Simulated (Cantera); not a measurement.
Input: 1 mol SF₆, 0.12 mol H₂, 38 mol N₂, held at 2023.15 K and 0.0340 bar.

These are equilibrium values from Cantera (NASA tables, ideal gas, pure condensed phases), not measurements of a reactor. Candidate condensed phases: S; 35 gas species. The tables' values for S₂F₂ (SSF₂), SF₃ are old estimates; treat these amounts as uncertain. Rates play no part.

Base state: N₂ 0.875, F 0.0979, SF₂ 0.0149, HF 0.00553, SF 0.00359, S₂ 0.00143, S 0.000758, S₂F₂ (SSF₂) 0.000327 (mole fractions); condensed: gas only.

Q: What changes in the equilibrium state with this change: 0.12 mol H₂S added?

A: 
| species | before | after |
|---|---|---|
| N₂ | 0.875 | 0.875 |
| F | 0.0979 | 0.0905 |
| SF₂ | 0.0149 | 0.0155 |
| HF | 0.00553 | 0.0111 |
| S₂ | 0.00143 | 0.00212 |
| S₂F₂ (SSF₂) | 0.000327 | 0.000414 |
| FS₂F (FSSF) | 9.48e-6 | 1.20e-5 |
| S | 0.000758 | 0.000922 |
The tables' values for S₂F₂ (SSF₂), SF₃, FS₂F (FSSF) are old estimates; treat these amounts as uncertain.
